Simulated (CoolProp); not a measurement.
The numbers come from the reference Helmholtz-energy equation of state, Lemmon 2003 in CoolProp. It is a pseudo-pure fit of the blend.

**Question.** For R507A, give the phase and the cp (kJ/(kg K)), Joule-Thomson coefficient (K/MPa), viscosity (µPa s) at 111.05 °C and 0.101 MPa; 185.25 °C and 0.101 MPa; 195.85 °C and 0.101 MPa.

**Answer.** 
- 111.05 °C and 0.101 MPa: gas; cp 1.01, Joule-Thomson coefficient 7.64, viscosity 15.7
- 185.25 °C and 0.101 MPa: gas; cp 1.11, Joule-Thomson coefficient 4.67, viscosity 18.4
- 195.85 °C and 0.101 MPa: gas; cp 1.13, Joule-Thomson coefficient 4.39, viscosity 18.7

Viscosity comes from a separate model (Geller 2000).
